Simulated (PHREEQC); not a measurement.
Make-up at 25 °C: 0.0027 mol HF, 0.00082 mol NH4HF2 and 0.0026 mol (NH4)2SiF6 per kg of water. Closed to the air; pH follows from the charge balance.

All values are PHREEQC results (ion-association model, phreeqc.dat), not measurements.

Precipitation was switched off in this run.

Task: Order these F species by the share of F that they hold, largest first: F-, HF2-, HF, SiF6-2.

Result: SiF6-2 (77 %), HF (13 %), F- (9.8 %), HF2- (0.19 %)

The pH is 3.01 and the ionic strength 0.00965 mol/kgw. SiF6-2 is the database's only silicon fluoride.
